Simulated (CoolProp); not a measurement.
Computed with CoolProp (reference Helmholtz-energy equation of state, Rui 2013).

Q: For R236EA, give the phase and the cp (kJ/(kg K)), cv (kJ/(kg K)), Joule-Thomson coefficient (K/MPa) at 10.35 °C and 6000 kPa; 94.75 °C and 6000 kPa.

A: 
- 10.35 °C and 6000 kPa: liquid; cp 1.22, cv 0.880, Joule-Thomson coefficient -0.254
- 94.75 °C and 6000 kPa: liquid; cp 1.38, cv 0.972, Joule-Thomson coefficient 0.141
